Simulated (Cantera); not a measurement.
Cantera with NASA thermochemical tables; ideal gases at 1 bar, condensed phases pure. Values are per mole of reaction as written; species without (g) are pure solids or liquids, kept so even where they would boil at 1 bar.

2 Ba + S2(g) → 2 BaS, with ΔH° = -1055.6 kJ and ΔS° = -196.2 J/K at 300 K.

Question: How far is the shortcut ΔG° ≈ ΔH°(300 K) − T·ΔS°(300 K) from the full temperature-dependent value at 398, 423, 448, 473, 498, 523, 548, 573, 598 K?

Answer: 
| T (K) | shortcut (kJ) | full (kJ) | difference (kJ) | difference in log10 K |
|---|---|---|---|---|
| 398 | -977.5 | -977.6 | 0.1 | -0.02 |
| 423 | -972.6 | -972.8 | 0.2 | -0.03 |
| 448 | -967.7 | -968.0 | 0.3 | -0.03 |
| 473 | -962.8 | -963.2 | 0.4 | -0.04 |
| 498 | -957.9 | -958.4 | 0.5 | -0.05 |
| 523 | -953.0 | -953.6 | 0.6 | -0.06 |
| 548 | -948.1 | -948.8 | 0.7 | -0.07 |
| 573 | -943.2 | -944.0 | 0.9 | -0.08 |
| 598 | -938.3 | -939.3 | 1.0 | -0.09 |
The shortcut ignores the heat-capacity change of the reaction.
